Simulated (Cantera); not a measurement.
Charge: 1 mol Si₃N₄, 0.86 mol H₂O, 2.3 mol H₂, 0.013 mol CO₂, held at 9.50 Pa.

These are equilibrium values from Cantera (NASA tables, ideal gas, pure condensed phases), not measurements of a reactor. Candidate condensed phases: C, C₆H₆, C₇H₈, C₈H₁₈, H₂O, Si, SiC, SiO₂, Si₂N₂O, Si₃N₄; 151 gas species. Mutual solubility and eutectic melting of coexisting phases are not modelled. Equilibrium is a limit: real reactors are often held back by kinetics, nucleation or transport.

Question: What share of the Si ends up in condensed phases as a function of T (K), at 1375, 1400, 1425, 1450, 1475, 1500, 1525, 1550, 1575, 1600, 1625, 1650, 1675?

Answer: 
```
T (K)  Si condensed (%)                                     as
-----  ----------------  -------------------------------------
1375              100.0          SiC(s) + Si₂N₂O(s) + Si₃N₄(s)
1400               99.9          SiC(s) + Si₂N₂O(s) + Si₃N₄(s)
1425               99.8  Si(s) + SiC(s) + Si₂N₂O(s) + Si₃N₄(s)
1450               99.7  Si(s) + SiC(s) + Si₂N₂O(s) + Si₃N₄(s)
1475               99.2             Si(s) + SiC(s) + Si₂N₂O(s)
1500               97.5             Si(s) + SiC(s) + Si₂N₂O(s)
1525               92.5             Si(s) + SiC(s) + Si₂N₂O(s)
1550               77.3                      Si(s) + Si₂N₂O(s)
1575               70.8                                  Si(s)
1600               70.7                                  Si(s)
1625               70.5                                  Si(s)
1650               70.3                                  Si(s)
1675               69.9                                  Si(s)
```
